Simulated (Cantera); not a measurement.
A closed system holds: 1 mol TiN, 15 mol O2, 52 mol N2, 16 mol Cl2, held at 32000 Pa.

Method: chemical equilibrium by Gibbs-energy minimisation in Cantera with the NASA 1993 tables (ideal gas, pure condensed phases). Candidate condensed phases: Ti, TiCl2, TiCl3, TiCl4, TiN, TiO, TiO2, Ti2O3, Ti3O5, Ti4O7; 21 gas species. Equilibrium is a limit: real reactors are often held back by kinetics, nucleation or transport.

Problem. At 1298 K, list the 7 most abundant gas species with their mole fractions, and the condensed phases.

Solution. N2 0.633, Cl2 0.188, O2 0.169, Cl 0.00935, NO 0.000314, ClO 7.17e-5, TiCl4 1.50e-5. Condensed: TiO2(rutile).
